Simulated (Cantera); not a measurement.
## Thermodynamics of carbon deposition, reforming and gasification, feed C₆H₆ + NH₃ + N₂

Charge: 1 mol C₆H₆, 0.9 mol NH₃, 1.9 mol N₂, held at 2.90 mbar.

Cantera equilibrium calculation (NASA polynomials, part measured and part estimated; ideal gas, pure solids and liquids). Candidate condensed phases: C, C₆H₆, C₇H₈, C₈H₁₈; 92 gas species. Equilibrium is a limit: real reactors are often held back by kinetics, nucleation or transport.

From 1748 K to 2648 K the condensed part is C(graphite). The main C-bearing gas is HCN throughout. The share of C in condensed phases is highest at 1748 K (99.7 %) and lowest at 2648 K (92.8 %).

```json
[
 {"T (K)": "1748", "x H₂": "0.645", "x H": "0.00341", "x N₂": "0.349", "x HCN": "0.00224", "x C₂H₂ (acetylene)": "7.29e-5", "x HNC": "7.55e-5", "n C(graphite)": "5.98"},
 {"T (K)": "1848", "x H₂": "0.641", "x H": "0.00788", "x N₂": "0.347", "x HCN": "0.00364", "x C₂H₂ (acetylene)": "0.000165", "x HNC": "0.000153", "n C(graphite)": "5.97"},
 {"T (K)": "1948", "x H₂": "0.632", "x H": "0.0167", "x N₂": "0.345", "x HCN": "0.00558", "x C₂H₂ (acetylene)": "0.000341", "x HNC": "0.000288", "n C(graphite)": "5.96"},
 {"T (K)": "2048", "x H₂": "0.617", "x H": "0.0327", "x N₂": "0.341", "x HCN": "0.00813", "x C₂H₂ (acetylene)": "0.000647", "x HNC": "0.000503", "n C(graphite)": "5.93"},
 {"T (K)": "2148", "x H₂": "0.593", "x H": "0.0596", "x N₂": "0.334", "x HCN": "0.0113", "x C₂H₂ (acetylene)": "0.00114", "x HNC": "0.000823", "n C(graphite)": "5.90"},
 {"T (K)": "2248", "x H₂": "0.555", "x H": "0.102", "x N₂": "0.325", "x HCN": "0.0149", "x C₂H₂ (acetylene)": "0.00184", "x HNC": "0.00126", "n C(graphite)": "5.86"},
 {"T (K)": "2348", "x H₂": "0.502", "x H": "0.162", "x N₂": "0.312", "x HCN": "0.0187", "x C₂H₂ (acetylene)": "0.00274", "x HNC": "0.00182", "n C(graphite)": "5.81"},
 {"T (K)": "2448", "x H₂": "0.432", "x H": "0.243", "x N₂": "0.295", "x HCN": "0.0222", "x C₂H₂ (acetylene)": "0.00374", "x HNC": "0.00244", "n C(graphite)": "5.75"},
 {"T (K)": "2548", "x H₂": "0.350", "x H": "0.340", "x N₂": "0.276", "x HCN": "0.0247", "x C₂H₂ (acetylene)": "0.00461", "x HNC": "0.00306", "n C(graphite)": "5.67"},
 {"T (K)": "2648", "x H₂": "0.262", "x H": "0.442", "x N₂": "0.255", "x HCN": "0.0260", "x C₂H₂ (acetylene)": "0.00510", "x HNC": "0.00357", "n C(graphite)": "5.57"}
]
```
x: gas mole fraction; n: condensed amount in mol.
